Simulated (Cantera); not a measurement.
Mixture: CH₄ : O₂ : N₂ = 1 : 3.08 : 11.6 (molar parts), at 0.330 bar, adiabatic and at constant volume. Ignition delay is the time to a rise of 400 K.

Detailed kinetics in Cantera: GRI-Mech 3.0 (53 species, 325 reactions).

Question: Predict: delay at 1173 K; delay at 1373 K; delay at 1573 K; delay at 1773 K; delay at 1973 K; apparent activation energy between 1773 and 1973 K.

Answer: 
```json
{
  "delay at 1173 K": "0.129 s",
  "delay at 1373 K": "8.53 ms",
  "delay at 1573 K": "1.30 ms",
  "delay at 1773 K": "0.342 ms",
  "delay at 1973 K": "0.120 ms",
  "apparent activation energy between 1773 and 1973 K": "150 kJ/mol"
}
```
